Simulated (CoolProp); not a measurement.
The fluid at 409.59 K and 1.06 MPa is throttled through a valve to 0.315 MPa with no heat exchange. The same conditions are run with several fluids, on thermodynamics alone (safety and materials aside).

The numbers come from the reference Helmholtz-energy equation of state of each fluid (R114: Platzer 1990; ethane: Bücker 2006; R1233zd(E): Akasaka 2022; R236EA: Rui 2013; R21: Platzer 1990) in CoolProp. The equations of Platzer and Polt are older, rougher fits.

```csv
fluid,temperature change (K),final density (kg/m³)
R114,-7.8,16.8
ethane,-3.6,2.83
R1233zd(E),-10.4,13.0
R236EA,-7.1,14.8
R21,-12.6,10.2
```
